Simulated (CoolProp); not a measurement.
R115 at several states: fugacity coefficient from the reference equation and from simpler models built on Tc = 353.1 K, pc = 31.29 bar, ω = 0.248; each cubic takes its own stable root.

Values from CoolProp's reference Helmholtz-energy equation of state, Lemmon 2016.

| T (K) | p (bar) | phase | reference | van der Waals | Redlich-Kwong | Soave-Redlich-Kwong | Peng-Robinson |
|---|---|---|---|---|---|---|---|
| 498.5 | 3.46 | gas | 0.9895 | 0.9864 | 0.9869 | 0.9902 | 0.9874 |
| 310.7 | 0.256 | gas | 0.9960 | 0.9967 | 0.9960 | 0.9958 | 0.9954 |
| 256.8 | 81.3 | liquid | 0.04244 | 0.1380 | 0.06270 | 0.04349 | 0.04108 |
| 440.5 | 13.5 | gas | 0.9353 | 0.9272 | 0.9259 | 0.9360 | 0.9243 |
| 277.9 | 6.93 | liquid | 0.6567 | 0.8844 | 0.8450 | 0.6630 | 0.6505 |
| 291.5 | 20.1 | liquid | 0.3403 | 0.5719 | 0.4155 | 0.3456 | 0.3357 |

At some of these states van der Waals gives the other phase, because its saturation line lies elsewhere.
